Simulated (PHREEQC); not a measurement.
Na2HPO4 is added in steps, without added water, to 1 kg of water holding 19 mmol/kgw NaOH, 0.003 mmol/kgw H4SiO4 and 21 mmol/kgw K3PO4, at 25 °C. O2 is buffered at 0.21 atm. The system is closed to CO2. Solids allowed: SiO2(a). Others were left out.

Base run: PHREEQC, ion-association model, phreeqc.dat. Each further column changes one thing. The table gives pH.

```json
[
 {"Na2HPO4 added (mol)": "0", "base": "12.24", "metal-ligand complexes left out": "12.24", "Davies equation for every ion": "12.26", "all activity coefficients set to 1": "12.46", "Debye-Hückel limiting law": "12.15"},
 {"Na2HPO4 added (mol)": "0.002", "base": "12.21", "metal-ligand complexes left out": "12.20", "Davies equation for every ion": "12.24", "all activity coefficients set to 1": "12.44", "Debye-Hückel limiting law": "12.11"},
 {"Na2HPO4 added (mol)": "0.005", "base": "12.16", "metal-ligand complexes left out": "12.16", "Davies equation for every ion": "12.20", "all activity coefficients set to 1": "12.43", "Debye-Hückel limiting law": "12.05"},
 {"Na2HPO4 added (mol)": "0.007", "base": "12.13", "metal-ligand complexes left out": "12.13", "Davies equation for every ion": "12.17", "all activity coefficients set to 1": "12.41", "Debye-Hückel limiting law": "12.01"},
 {"Na2HPO4 added (mol)": "0.01", "base": "12.08", "metal-ligand complexes left out": "12.08", "Davies equation for every ion": "12.13", "all activity coefficients set to 1": "12.39", "Debye-Hückel limiting law": "11.94"},
 {"Na2HPO4 added (mol)": "0.012", "base": "12.05", "metal-ligand complexes left out": "12.04", "Davies equation for every ion": "12.10", "all activity coefficients set to 1": "12.38", "Debye-Hückel limiting law": "11.89"},
 {"Na2HPO4 added (mol)": "0.015", "base": "12.00", "metal-ligand complexes left out": "11.99", "Davies equation for every ion": "12.06", "all activity coefficients set to 1": "12.36", "Debye-Hückel limiting law": "11.81"},
 {"Na2HPO4 added (mol)": "0.017", "base": "11.97", "metal-ligand complexes left out": "11.96", "Davies equation for every ion": "12.04", "all activity coefficients set to 1": "12.35", "Debye-Hückel limiting law": "11.76"},
 {"Na2HPO4 added (mol)": "0.02", "base": "11.92", "metal-ligand complexes left out": "11.91", "Davies equation for every ion": "12.00", "all activity coefficients set to 1": "12.34", "Debye-Hückel limiting law": "11.67"},
 {"Na2HPO4 added (mol)": "0.022", "base": "11.89", "metal-ligand complexes left out": "11.87", "Davies equation for every ion": "11.97", "all activity coefficients set to 1": "12.32", "Debye-Hückel limiting law": "11.62"},
 {"Na2HPO4 added (mol)": "0.025", "base": "11.84", "metal-ligand complexes left out": "11.82", "Davies equation for every ion": "11.93", "all activity coefficients set to 1": "12.31", "Debye-Hückel limiting law": "11.54"},
 {"Na2HPO4 added (mol)": "0.027", "base": "11.81", "metal-ligand complexes left out": "11.79", "Davies equation for every ion": "11.91", "all activity coefficients set to 1": "12.30", "Debye-Hückel limiting law": "11.48"},
 {"Na2HPO4 added (mol)": "0.03", "base": "11.76", "metal-ligand complexes left out": "11.74", "Davies equation for every ion": "11.87", "all activity coefficients set to 1": "12.28", "Debye-Hückel limiting law": "11.40"},
 {"Na2HPO4 added (mol)": "0.032", "base": "11.73", "metal-ligand complexes left out": "11.71", "Davies equation for every ion": "11.85", "all activity coefficients set to 1": "12.27", "Debye-Hückel limiting law": "11.35"}
]
```
